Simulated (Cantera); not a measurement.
## Fluorocarbon and chlorocarbon gases: C2F6 + H2

Feed: 1 mol C2F6, 0.32 mol H2, at 2075 K.

Cantera equilibrium calculation (NASA polynomials, part measured and part estimated; ideal gas, pure solids and liquids). Candidate condensed phases: C, C6H6, C7H8, C8H18; 95 gas species. The feed counts by its element totals alone. Gases not in the tables: C2F6 and larger saturated fluorocarbons. Equilibrium is a limit: real reactors are often held back by kinetics, nucleation or transport.

```json
[
 {"P (Pa)": "1", "log p F": "-5.07", "log p CF4": "-9.68", "log p HF": "-5.96", "log p CF2": "-6.53", "log p CF3": "-9.59", "log p CF": "-7.25", "n C(graphite)": "1.80"},
 {"P (Pa)": "4.20", "log p F": "-4.49", "log p CF4": "-7.36", "log p HF": "-5.31", "log p CF2": "-5.37", "log p CF3": "-7.84", "log p CF": "-6.67", "n C(graphite)": "1.42"},
 {"P (Pa)": "18", "log p F": "-3.98", "log p CF4": "-5.33", "log p HF": "-4.59", "log p CF2": "-4.36", "log p CF3": "-6.32", "log p CF": "-6.16", "n C(graphite)": "0.750"},
 {"P (Pa)": "75", "log p F": "-3.62", "log p CF4": "-3.89", "log p HF": "-3.83", "log p CF2": "-3.64", "log p CF3": "-5.25", "log p CF": "-5.80", "n C(graphite)": "0.409"},
 {"P (Pa)": "320", "log p F": "-3.38", "log p CF4": "-2.91", "log p HF": "-3.09", "log p CF2": "-3.15", "log p CF3": "-4.51", "log p CF": "-5.55", "n C(graphite)": "0.457"},
 {"P (Pa)": "1300", "log p F": "-3.19", "log p CF4": "-2.17", "log p HF": "-2.42", "log p CF2": "-2.78", "log p CF3": "-3.95", "log p CF": "-5.37", "n C(graphite)": "0.540"},
 {"P (Pa)": "5600", "log p F": "-3.02", "log p CF4": "-1.47", "log p HF": "-1.76", "log p CF2": "-2.43", "log p CF3": "-3.43", "log p CF": "-5.19", "n C(graphite)": "0.596"},
 {"P (Pa)": "24000", "log p F": "-2.85", "log p CF4": "-0.81", "log p HF": "-1.12", "log p CF2": "-2.10", "log p CF3": "-2.94", "log p CF": "-5.03", "n C(graphite)": "0.627"},
 {"P (Pa)": "100000", "log p F": "-2.69", "log p CF4": "-0.18", "log p HF": "-0.50", "log p CF2": "-1.78", "log p CF3": "-2.46", "log p CF": "-4.87", "n C(graphite)": "0.643"}
]
```
log p: log10 of the partial pressure in bar; n: condensed amount in mol.

From 1.00 Pa to 1.00 bar the condensed part is C(graphite). The main C-bearing gas is CF2 at 1.00 Pa and CF4 at 1.00 bar. The share of C in condensed phases is highest at 1.00 Pa (89.8 %) and lowest at 75.0 Pa (20.5 %).
